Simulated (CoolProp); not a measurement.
Vapour-liquid equilibrium of n-hexane (1) + benzene (2) at 70.25 °C; x and y are mole fractions of (1).

Computed with CoolProp (multi-fluid Helmholtz-energy mixture model, Thol 2019 and Thol 2012; pair parameters Bell 2016).

```tsv
x	bubble pressure, mixture model (bar)	bubble pressure, Raoult's law (bar)	y, mixture model	y, Raoult's law
0.05	___	0.7574	0.106	0.070
0.2	0.8973	0.8056	0.318	0.264
0.35	0.9660	0.8539	___	0.436
0.5	___	0.9022	___	0.589
0.65	___	0.9504	___	0.727
0.8	___	0.9987	0.812	0.852
0.95	1.065	1.047	0.949	0.965
```

Problem. Fill in the missing entries.

Solution. 
- 0.05, bubble pressure, mixture model (bar): 0.7904
- 0.35, y, mixture model: 0.460
- 0.5, bubble pressure, mixture model (bar): 1.012
- 0.5, y, mixture model: 0.578
- 0.65, bubble pressure, mixture model (bar): 1.043
- 0.65, y, mixture model: 0.691
- 0.8, bubble pressure, mixture model (bar): 1.061

The largest gap from Raoult's law is +13.1 % in bubble pressure, at x = 0.35. y crosses x between x = 0.8 and 0.95: the model has an azeotrope there.

The pair parameters rest on a limited set of measurements; away from them the model extrapolates.
